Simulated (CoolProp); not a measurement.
Values from CoolProp's reference Helmholtz-energy equation of state, Penoncello 2003.

### Question
For CHF3 (R23), give the phase and the cp (kJ/(kg K)), viscosity (µPa s) at 29.05 °C and 43.4 kPa; 29.05 °C and 156 kPa; 29.05 °C and 1060 kPa.

### Answer
- 29.05 °C and 43.4 kPa: gas; cp 0.738, viscosity 15.1
- 29.05 °C and 156 kPa: gas; cp 0.746, viscosity 15.1
- 29.05 °C and 1060 kPa: gas; cp 0.826, viscosity 15.2

Viscosity comes from a separate model (Shan 2000).
